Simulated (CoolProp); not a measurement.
Vapour-liquid equilibrium of nitrogen (1) + oxygen (2) at 76.5 K; x and y are mole fractions of (1).

The numbers come from the multi-fluid Helmholtz-energy mixture model, Span 2000 and Schmidt 1985; pair parameters Gernert 2013 in CoolProp.

| x | bubble pressure (MPa) | y at the bubble point | dew pressure at overall composition x (MPa) | liquid density (mol/L) |
|---|---|---|---|---|
| 0.05 | 0.02296 | 0.240 | 0.01911 | 37.23 |
| 0.125 | 0.02942 | 0.450 | 0.02046 | 36.50 |
| 0.2 | 0.03539 | 0.577 | 0.02202 | 35.79 |
| 0.275 | 0.04101 | 0.665 | ? | 35.10 |
| 0.35 | 0.04638 | 0.730 | 0.02595 | 34.41 |
| 0.425 | 0.05160 | ? | 0.02848 | 33.74 |
| 0.5 | 0.05673 | 0.824 | 0.03153 | 33.07 |
| 0.575 | 0.06182 | 0.861 | ? | 32.42 |
| 0.65 | 0.06693 | 0.892 | 0.03993 | 31.78 |
| 0.725 | 0.07207 | 0.920 | 0.04589 | 31.15 |
| 0.8 | 0.07727 | 0.945 | 0.05367 | 30.53 |
| 0.875 | 0.08254 | 0.967 | 0.06408 | ? |
| 0.95 | 0.08789 | 0.987 | 0.07849 | 29.31 |

**Question.** Complete the blanks.

**Answer.** 
- 0.275, dew pressure at overall composition x (MPa): 0.02383
- 0.425, y at the bubble point: 0.782
- 0.575, dew pressure at overall composition x (MPa): 0.03526
- 0.875, liquid density (mol/L): 29.92

No azeotrope shows between x = 0.05 and 0.95.

The pair parameters rest on a limited set of measurements; away from them the model extrapolates.
